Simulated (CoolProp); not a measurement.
Carbon monoxide at several states: Z from the reference equation and from simpler models built on Tc = 132.9 K, pc = 3.498 MPa, ω = 0.050; each cubic takes its own stable root.

Model: reference Helmholtz-energy equation of state, Lemmon 2006, in CoolProp. It is a short technical equation, of lower accuracy than the large ones.

```
T (K)  p (MPa)          phase  reference
-----  -------  -------------  ---------
158.2    0.458            gas     0.9738
217.4     0.15            gas     0.9971
350.7     11.2  supercritical      1.026
287     0.0345            gas     0.9998
443.3     4.64  supercritical      1.016
418.6     19.9  supercritical      1.089
```

### Question
How far does each simpler model (Pitzer virial, van der Waals, Redlich-Kwong, Soave-Redlich-Kwong, Peng-Robinson) lie from the reference over these 6 states: mean and median of the absolute difference, and the worst?

### Answer
- Pitzer virial: mean 1.2 %, median 0.3 %, worst -4.4 % at 418.6 K and 19.9 MPa
- van der Waals: mean 1.6 %, median 0.7 %, worst -4.1 % at 418.6 K and 19.9 MPa
- Redlich-Kwong: mean 0.9 %, median 0.4 %, worst -2.7 % at 418.6 K and 19.9 MPa
- Soave-Redlich-Kwong: mean 0.5 %, median 0.3 %, worst +1.4 % at 350.7 K and 11.2 MPa
- Peng-Robinson: mean 0.7 %, median 0.4 %, worst -1.9 % at 418.6 K and 19.9 MPa
